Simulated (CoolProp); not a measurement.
c-C4F8 (RC318) at 314.26 K and 10.2 MPa flows at 0.11 m/s in a round tube of 1 mm bore and 0.25 µm roughness, fully developed (64/Re and Nu = 3.66 if laminar; Colebrook and Gnielinski if turbulent). Each further row changes one setting.

Model: reference Helmholtz-energy equation of state, Platzer 1990, in CoolProp. This equation is an older, rougher fit; its heat capacities, sound speeds and derivatives of the liquid may be far off and weren't checked against measurements.

| case | Reynolds number | Darcy friction factor | pressure drop (Pa/m) | heat-transfer coefficient (W/(m² K)) | mass flow (kg/h) |
|---|---|---|---|---|---|
| as stated | … | 0.144 | … | 248 | 0.467 |
| velocity 0.22 m/s | 890 | 0.0719 | 2610 | 248 | … |
| diameter 2 mm | 890 | 0.0719 | … | … | 1.87 |

Problem. Fill in the missing entries.

Solution. 
- as stated, Reynolds number: 445
- as stated, pressure drop (Pa/m): 1310
- velocity 0.22 m/s, mass flow (kg/h): 0.935
- diameter 2 mm, pressure drop (Pa/m): 327
- diameter 2 mm, heat-transfer coefficient (W/(m² K)): 124

Viscosity comes from a separate model (Huber 2003), an estimate that may be off by 10 % or more. Thermal conductivity comes from a separate model (Huber 2003), an estimate that may be off by 10 % or more.
